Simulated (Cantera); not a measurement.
A closed system holds: 1 mol SiCl4, 2.1 mol Cl2, 1.4 mol H2, 1.7 mol HCl, equilibrated at 0.133 bar.

Equilibrium computed with Cantera from the NASA thermochemical tables; the gas is ideal and each condensed phase is pure. Candidate condensed phases: Si; 19 gas species. The tables' values for SiCl3 are old estimates; treat these amounts as uncertain. Rates play no part. All values below are at 1152 °C.

Base state: HCl 0.715, SiCl4 0.159, Cl2 0.0966, Cl 0.0292, SiCl3 1.40e-5 (mole fractions); condensed: gas only.

Q: What changes in the equilibrium state with this change: 0.088 mol NH3 added?

A: 
```tsv
species	before	after
HCl	0.715	0.738
SiCl4	0.159	0.155
Cl2	0.0966	0.0751
N2	0	0.00681
Cl	0.0292	0.0258
SiCl3	1.40e-5	1.54e-5
```
Further candidate phases: NH4Cl, Si3N4.
